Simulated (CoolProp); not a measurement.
The numbers come from the reference Helmholtz-energy equation of state, Pan 2012 in CoolProp.

Q: For R236FA, give the phase and the cp (kJ/(kg K)), viscosity (µPa s), Prandtl number at 400 K and 133 kPa; 400 K and 798 kPa; 400 K and 1460 kPa.

A: 
- 400 K and 133 kPa: gas; cp 0.996, viscosity 14.8, Prandtl number 0.674
- 400 K and 798 kPa: gas; cp 1.04, viscosity 15.0, Prandtl number 0.705
- 400 K and 1460 kPa: gas; cp 1.12, viscosity 15.5, Prandtl number 0.753

Viscosity comes from a separate model (Huber 2003), an estimate that may be off by 10 % or more. Thermal conductivity comes from a separate model (Huber 2003), an estimate that may be off by 10 % or more.
